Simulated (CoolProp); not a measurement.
The numbers come from the reference Helmholtz-energy equation of state, Pan 2012 in CoolProp.

Q: For R236FA, give the phase and the cp (kJ/(kg K)), cv (kJ/(kg K)), isothermal compressibility (1/MPa), expansivity (1/kK) at 27.75 °C and 4.69 MPa; 69.05 °C and 4.69 MPa; 77.35 °C and 4.69 MPa.

A: 
- 27.75 °C and 4.69 MPa: liquid; cp 1.22, cv 0.866, isothermal compressibility 0.00334, expansivity 2.33
- 69.05 °C and 4.69 MPa: liquid; cp 1.32, cv 0.923, isothermal compressibility 0.00722, expansivity 3.19
- 77.35 °C and 4.69 MPa: liquid; cp 1.34, cv 0.937, isothermal compressibility 0.00878, expansivity 3.49
